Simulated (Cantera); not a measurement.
**CF4 + H2 (fluorocarbon and chlorocarbon gases)**

Input: 1 mol CF4, a varied amount of H2, at 32.3 Torr.

Cantera equilibrium calculation (NASA polynomials, part measured and part estimated; ideal gas, pure solids and liquids). Candidate condensed phases: C, C6H6, C7H8, C8H18; 95 gas species. Rates play no part.

Stable condensed phases:

```
T in °C \ n(H2) in mol
         0.86  2.7  4.5  6.3  8.1  9.9   12   14   15
   2800     A    A    A    B    B    B    B    B    B
   2775     A    A    A    A    B    B    B    B    B
   2750     A    A    A    A    B    B    B    B    B
   2725     A    A    A    A    A    B    B    B    B
   2700     A    A    A    A    A    A    B    B    B
   2675     A    A    A    A    A    A    B    B    B
   2650     A    A    A    A    A    A    A    B    B
   2625     A    A    A    A    A    A    A    B    B
   2600     A    A    A    A    A    A    A    A    B
   2575     A    A    A    A    A    A    A    A    A
   2550     A    A    A    A    A    A    A    A    A
   2525     A    A    A    A    A    A    A    A    A
```

A: C; B: gas only.
